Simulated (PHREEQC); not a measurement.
Dissolve 0.0043 mol Cu(NO3)2, 0.0049 mol HNO3 and 0.0011 mol FeCl3 per kg of water at 20 °C. Closed to the air; pH follows from the charge balance.

The numbers come from PHREEQC with the ion-association model, wateq4f.dat.

```tsv
quantity	before	after
pH	2.33	2.35
ionic strength (mol/kgw)	0.0235	0.0189
CuCl+ (mol/kgw)	1.69e-5	3.56e-6
CuCl2 (mol/kgw)	2.06e-8	8.98e-10
CuOH+ (mol/kgw)	6.07e-9	6.67e-9
SI of Tenorite (CuO)	-5.77	-5.69
SI of Cu(OH)2 (Cu(OH)2)	-6.79	-6.71
```

**Question.** What was changed between the two runs?
(A) FeCl3 replaced by MgCl2 at the same molality
(B) temperature from 20 to 80 °C
(C) FeCl3 replaced by NaCl at the same molality
(D) FeCl3 from 0.0011 to 0.00022 mol/kgw
(E) FeCl3 from 0.0011 to 0.00055 mol/kgw

**Answer.** D, FeCl3 from 0.0011 to 0.00022 mol/kgw

This is a speciation only: nothing precipitates in the calculation. Some of these states are supersaturated (in Hematite (slow to form), Goethite (slow to form), for instance).
